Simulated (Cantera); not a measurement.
An adiabatic, constant-volume homogeneous reactor starts with H2 : O2 : N2 = 1 : 0.238 : 0.895 (molar parts), equivalence ratio 2.1, at 1775 K and 2.30 bar. Integrator tolerance rtol = 1e-08.

Model: GRI-Mech 3.0 (53 species, 325 reactions), integrated in Cantera. The hydrogen kinetics of GRI-Mech 3.0 are dated; newer H2 mechanisms differ, most at raised pressure. Above 3000 K some thermodynamic fits are extrapolated.

**Question.** What does this change do: O2 0.238 to 0.18 parts?

**Answer.** 
```csv
quantity,before,after
time of steepest temperature rise,2.90 µs,3.51 µs
temperature at 0.400 s,3082 K,2922 K
equilibrium temperature,3082 K,2922 K
x(H2) at 0.400 s,0.253 (gas-phase equilibrium 0.253),0.316 (gas-phase equilibrium 0.316)
x(O2) at 0.400 s,0.000710 (gas-phase equilibrium 0.000710),0.000106 (gas-phase equilibrium 0.000106)
x(HO2) at 0.400 s,1.41e-6 (gas-phase equilibrium 1.41e-6),2.26e-7 (gas-phase equilibrium 2.26e-7)
x(NO) at 0.400 s,0.00233 (gas-phase equilibrium 0.00233),0.000748 (gas-phase equilibrium 0.000748)
x(H2O) at 0.400 s,0.219 (gas-phase equilibrium 0.219),0.178 (gas-phase equilibrium 0.178)
```

**Question.** What does this change do: H2 1 to 0.35 parts?

**Answer.** 
```csv
quantity,before,after
time of steepest temperature rise,2.90 µs,2.78 µs
temperature at 0.400 s,3082 K,3034 K
equilibrium temperature,3082 K,3034 K
x(H2) at 0.400 s,0.253 (gas-phase equilibrium 0.253),0.0275 (gas-phase equilibrium 0.0275)
x(O2) at 0.400 s,0.000710 (gas-phase equilibrium 0.000710),0.0380 (gas-phase equilibrium 0.0380)
x(HO2) at 0.400 s,1.41e-6 (gas-phase equilibrium 1.41e-6),2.45e-5 (gas-phase equilibrium 2.45e-5)
x(NO) at 0.400 s,0.00233 (gas-phase equilibrium 0.00233),0.0192 (gas-phase equilibrium 0.0192)
x(H2O) at 0.400 s,0.219 (gas-phase equilibrium 0.219),0.202 (gas-phase equilibrium 0.202)
```

**Question.** What does this change do: initial temperature 1775 to 1625 K?

**Answer.** 
```json
[
 {"quantity": "time of steepest temperature rise", "before": "2.90 µs", "after": "4.27 µs"},
 {"quantity": "temperature at 0.400 s", "before": "3082 K", "after": "3041 K"},
 {"quantity": "equilibrium temperature", "before": "3082 K", "after": "3041 K"},
 {"quantity": "x(H2) at 0.400 s", "before": "0.253 (gas-phase equilibrium 0.253)", "after": "0.256 (gas-phase equilibrium 0.256)"},
 {"quantity": "x(O2) at 0.400 s", "before": "0.000710 (gas-phase equilibrium 0.000710)", "after": "0.000521 (gas-phase equilibrium 0.000521)"},
 {"quantity": "x(HO2) at 0.400 s", "before": "1.41e-6 (gas-phase equilibrium 1.41e-6)", "after": "1.07e-6 (gas-phase equilibrium 1.07e-6)"},
 {"quantity": "x(NO) at 0.400 s", "before": "0.00233 (gas-phase equilibrium 0.00233)", "after": "0.00191 (gas-phase equilibrium 0.00191)"},
 {"quantity": "x(H2O) at 0.400 s", "before": "0.219 (gas-phase equilibrium 0.219)", "after": "0.225 (gas-phase equilibrium 0.225)"}
]
```
